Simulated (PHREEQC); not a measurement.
Make-up at 25 °C: 0.0078 mol HF, 5.1e-05 mol NaF and 0.012 mol (NH4)2SiF6 per kg of water. It is in equilibrium with CO2 at log p = -1 (atm). Otherwise closed; pH follows from the charge balance.

Equilibrium calculation in PHREEQC: ion-association model, phreeqc.dat.

Each row changes one thing in this solution. This is a speciation only: nothing precipitates in the calculation.

```json
[
 {"case": "as made", "pH": "2.71", "ionic strength (mol/kgw)": "0.0383", "HF (mol/kgw)": "0.00551", "F- (mol/kgw)": "0.00228", "HF2- (mol/kgw)": "4.82e-5", "H4SiO4 (mol/kgw)": "5.79e-6", "SI of Quartz (SiO2)": "-1.25"},
 {"case": "diluted 10-fold with water", "pH": "3.15", "ionic strength (mol/kgw)": "0.00401", "HF (mol/kgw)": "0.00139", "F- (mol/kgw)": "0.00142", "HF2- (mol/kgw)": "7.54e-6", "H4SiO4 (mol/kgw)": "0.000339", "SI of Quartz (SiO2)": "+0.51"},
 {"case": "NaF left out", "pH": "2.70", "ionic strength (mol/kgw)": "0.0383", "HF (mol/kgw)": "0.00549", "F- (mol/kgw)": "0.00225", "HF2- (mol/kgw)": "4.74e-5", "H4SiO4 (mol/kgw)": "6.03e-6", "SI of Quartz (SiO2)": "-1.23"},
 {"case": "HF left out", "pH": "[?]", "ionic strength (mol/kgw)": "0.0362", "HF (mol/kgw)": "0.00176", "F- (mol/kgw)": "0.00209", "HF2- (mol/kgw)": "1.41e-5", "H4SiO4 (mol/kgw)": "0.000638", "SI of Quartz (SiO2)": "+0.79"},
 {"case": "HF replaced by NaBF4 at the same molality", "pH": "2.96", "ionic strength (mol/kgw)": "0.0451", "HF (mol/kgw)": "0.00331", "F- (mol/kgw)": "0.00247", "HF2- (mol/kgw)": "3.14e-5", "H4SiO4 (mol/kgw)": "3.67e-5", "SI of Quartz (SiO2)": "-0.45"},
 {"case": "NaF from 5.1e-05 to 0.000255 mol/kgw", "pH": "2.72", "ionic strength (mol/kgw)": "0.0384", "HF (mol/kgw)": "[?]", "F- (mol/kgw)": "[?]", "HF2- (mol/kgw)": "5.14e-5", "H4SiO4 (mol/kgw)": "4.96e-6", "SI of Quartz (SiO2)": "-1.32"}
]
```

Question: What belongs in the gaps?

Answer: 
- HF left out, pH: 3.17
- NaF from 5.1e-05 to 0.000255 mol/kgw, HF (mol/kgw): 0.00558
- NaF from 5.1e-05 to 0.000255 mol/kgw, F- (mol/kgw): 0.00240

Complexes and solids missing from the database can't appear. Some of these states are supersaturated (in Quartz (slow to form), Chalcedony (slow to form), for instance). SiF6-2 is the database's only silicon fluoride. Real BF4- forms and hydrolyses slowly; the run takes it at equilibrium.
